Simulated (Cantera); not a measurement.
A Cantera script and its output.

```python
import numpy as np
import cantera as ct

gas = ct.Solution("h2o2.yaml")
gas.TPX = 600, 13332, {'H2': 1, 'O2': 0.179, 'N2': 0.536}
flame = ct.FreeFlame(gas, width=0.16)
flame.set_refine_criteria(ratio=3, slope=0.08, curve=0.16)
flame.transport_model = "unity-Lewis-number"
flame.solve(loglevel=0, auto=True)
z, T = flame.grid, flame.T
thick = (T[-1] - T[0]) / np.gradient(T, z).max()
show = ['H2', 'O2', 'HO2', 'OH', 'H2O2', 'H2O']
print(f"laminar burning velocity  {flame.velocity[0] * 100:.3f} cm/s")
print(f"burnt temperature         {T[-1]:.1f} K")
print(f"thermal thickness         {thick * 1e3:.4f} mm")
print(f"grid points               {len(z)}")
z0 = z[flame.heat_release_rate.argmax()]
print(f"{'z/mm':>9s}{'T/K':>9s}{'u/(m/s)':>9s}" + "".join(f"{s:>11s}" for s in show))
rows = []
for k in (-3, -2, -1.5, -1, -0.5, -0.25, 0, 0.25, 0.5, 1, 2, 4, 8):
    zz = z0 + k * thick
    rows.append([k * thick, np.interp(zz, z, T), np.interp(zz, z, flame.velocity),
                 *(np.interp(zz, z, flame.X[gas.species_index(s)]) for s in show)])
    print(f"{rows[-1][0] * 1e3:9.3f}{rows[-1][1]:9.1f}{rows[-1][2]:9.3f}" + "".join(f"{x:11.3e}" for x in rows[-1][3:]))
```

It prints:

```
laminar burning velocity  439.926 cm/s
burnt temperature         2144.7 K
thermal thickness         5.7773 mm
grid points               130
     z/mm      T/K  u/(m/s)         H2         O2        HO2         OH       H2O2        H2O
  -17.332    600.0    4.399  5.831e-01  1.044e-01  8.257e-12  4.683e-20  4.630e-14  8.975e-11
  -11.555    600.0    4.399  5.831e-01  1.044e-01  9.134e-10  3.318e-16  5.028e-12  1.006e-08
   -8.666    600.0    4.399  5.831e-01  1.044e-01  1.395e-08  4.490e-14  7.674e-11  1.540e-07
   -5.777    600.1    4.400  5.831e-01  1.044e-01  7.280e-07  8.556e-11  4.164e-09  8.518e-06
   -2.889    615.0    4.505  5.815e-01  1.034e-01  3.443e-05  5.538e-06  3.142e-07  2.008e-03
   -1.444    756.2    5.494  5.572e-01  9.167e-02  2.428e-05  1.033e-04  1.855e-07  2.700e-02
    0.000   1111.5    7.923  4.159e-01  3.497e-02  6.768e-06  9.605e-04  6.856e-08  1.419e-01
    1.444   1320.5    9.304  3.329e-01  2.756e-03  4.702e-07  1.364e-03  3.734e-08  2.095e-01
    2.889   1411.7    9.880  3.342e-01  3.108e-04  4.858e-08  1.622e-03  3.662e-08  2.159e-01
    5.777   1518.2   10.537  3.451e-01  1.514e-04  2.211e-08  1.993e-03  3.721e-08  2.177e-01
   11.555   1637.4   11.257  3.580e-01  1.263e-04  1.750e-08  2.304e-03  3.048e-08  2.196e-01
   23.109   1757.2   11.964  3.710e-01  9.234e-05  1.297e-08  2.415e-03  1.974e-08  2.218e-01
   46.218   1868.8   12.608  3.830e-01  5.837e-05  8.990e-09  2.270e-03  1.085e-08  2.242e-01
```

Detailed kinetics in Cantera: the H2/O2 subset of GRI-Mech 3.0, which has no nitrogen chemistry. Unity Lewis numbers drop preferential diffusion, which matters most where H2 and H carry the flame. Burning velocities carry a grid error of a few per cent, more on coarse grids.
